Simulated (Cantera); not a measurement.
A Cantera script and what it prints.

```python
import numpy as np
import cantera as ct

gas_names = [...]  # 109 gases of nasa_gas.yaml made of C, Cl, H, Si
cond_names = """
    C(gr) C6H6(L) C7H8(L) C8H18(L),n-octa Si(cr) Si(L) SiC(b)
""".split()


# ... load() reads the species with a 1 bar reference pressure and builds the phases ...
atoms = {
    '(CH3)2SiCl2': {'C': 2, 'H': 6, 'Si': 1, 'CL': 2},
    'HCl': {'H': 1, 'CL': 1},
    'H2': {'H': 2},
}
top_T = {'C(gr)': 4500, 'SiC(b)': 3050}  # K; cautious upper limits of use, not melting points


# ... equilibrate(T, P, feed) seeds the gas with the atoms and calls Mixture.equilibrate('TP', solver="vcs", rtol=1e-11, max_steps=5000) ...
results = []
T = 2500  # K
P = 1300  # Pa
for m in [130, 170, 230, 300, 390, 510, 670, 880, 1200, 1500]:
    feed = {'(CH3)2SiCl2': 1, 'HCl': 0.13, 'H2': m}  # mol
    mix = equilibrate(T, P, feed)
    results.append((T, P, feed, dict(zip(mix.species_names, mix.species_moles))))
    x = sorted(zip(gas.X, gas.species_names), reverse=True)
    print(f"T = {T:g} K  P = {P:g} Pa  n(H2) = {m:g} mol  gas = {mix.phase_moles(0):.4g} mol")
    print("   x: " + "  ".join(f"{s} {v:.3e}" for v, s in x if v > 1e-05))
    print("   condensed (mol): " + ("  ".join(f"{mix.phase(i).name} {mix.phase_moles(i):.4g}"
          for i in range(1, mix.n_phases) if mix.phase_moles(i) > 1e-12) or "none"))
```

It prints:

```
T = 2500 K  P = 1300 Pa  n(H2) = 130 mol  gas = 149.9 mol
   x: H2 7.789e-01  H 1.946e-01  HCL 1.204e-02  C2H2,acetylene 5.541e-03  Si 5.459e-03  CL 2.126e-03  SiC2 9.311e-04  SiH 1.451e-04  C2H 9.941e-05  Si2C 3.951e-05  SiCL 3.651e-05  C3 2.039e-05  C4H2 1.628e-05  SiH2 1.191e-05  C 1.038e-05
   condensed (mol): none
T = 2500 K  P = 1300 Pa  n(H2) = 170 mol  gas = 194.2 mol
   x: H2 7.841e-01  H 1.953e-01  HCL 9.302e-03  C2H2,acetylene 4.412e-03  Si 4.360e-03  CL 1.637e-03  SiC2 5.883e-04  SiH 1.163e-04  C2H 7.890e-05  SiCL 2.245e-05  Si2C 2.242e-05  C3 1.434e-05  C4H2 1.025e-05
   condensed (mol): none
T = 2500 K  P = 1300 Pa  n(H2) = 230 mol  gas = 260.8 mol
   x: H2 7.887e-01  H 1.958e-01  HCL 6.935e-03  C2H2,acetylene 3.384e-03  Si 3.353e-03  CL 1.217e-03  SiC2 3.449e-04  SiH 8.970e-05  C2H 6.034e-05  SiCL 1.283e-05  Si2C 1.157e-05
   condensed (mol): none
T = 2500 K  P = 1300 Pa  n(H2) = 300 mol  gas = 338.5 mol
   x: H2 7.918e-01  H 1.962e-01  HCL 5.347e-03  C2H2,acetylene 2.663e-03  Si 2.642e-03  CL 9.365e-04  SiC2 2.130e-04  SiH 7.083e-05  C2H 4.739e-05
   condensed (mol): none
T = 2500 K  P = 1300 Pa  n(H2) = 390 mol  gas = 438.4 mol
   x: H2 7.942e-01  H 1.965e-01  HCL 4.131e-03  C2H2,acetylene 2.091e-03  Si 2.077e-03  CL 7.225e-04  SiC2 1.311e-04  SiH 5.576e-05  C2H 3.715e-05
   condensed (mol): none
T = 2500 K  P = 1300 Pa  n(H2) = 510 mol  gas = 571.5 mol
   x: H2 7.961e-01  H 1.967e-01  HCL 3.170e-03  C2H2,acetylene 1.626e-03  Si 1.616e-03  CL 5.537e-04  SiC2 7.915e-05  SiH 4.345e-05  C2H 2.886e-05
   condensed (mol): none
T = 2500 K  P = 1300 Pa  n(H2) = 670 mol  gas = 749 mol
   x: H2 7.976e-01  H 1.969e-01  HCL 2.420e-03  C2H2,acetylene 1.254e-03  Si 1.248e-03  CL 4.222e-04  SiC2 4.704e-05  SiH 3.357e-05  C2H 2.224e-05
   condensed (mol): none
T = 2500 K  P = 1300 Pa  n(H2) = 880 mol  gas = 982.1 mol
   x: H2 7.987e-01  H 1.971e-01  HCL 1.846e-03  C2H2,acetylene 9.647e-04  Si 9.602e-04  CL 3.219e-04  SiC2 2.781e-05  SiH 2.585e-05  C2H 1.709e-05
   condensed (mol): none
T = 2500 K  P = 1300 Pa  n(H2) = 1200 mol  gas = 1337 mol
   x: H2 7.997e-01  H 1.972e-01  HCL 1.356e-03  C2H2,acetylene 7.136e-04  Si 7.107e-04  CL 2.363e-04  SiH 1.915e-05  SiC2 1.521e-05  C2H 1.264e-05
   condensed (mol): none
T = 2500 K  P = 1300 Pa  n(H2) = 1500 mol  gas = 1670 mol
   x: H2 8.003e-01  H 1.973e-01  HCL 1.086e-03  C2H2,acetylene 5.736e-04  Si 5.716e-04  CL 1.892e-04  SiH 1.540e-05  C2H 1.015e-05
   condensed (mol): none
```

Method: chemical equilibrium by Gibbs-energy minimisation in Cantera with the NASA 1993 tables (ideal gas, pure condensed phases). The feed counts by its element totals alone. The tables' values for SiCl are old estimates; treat these amounts as uncertain. Gases not in the tables: Si2H6 and higher silanes.
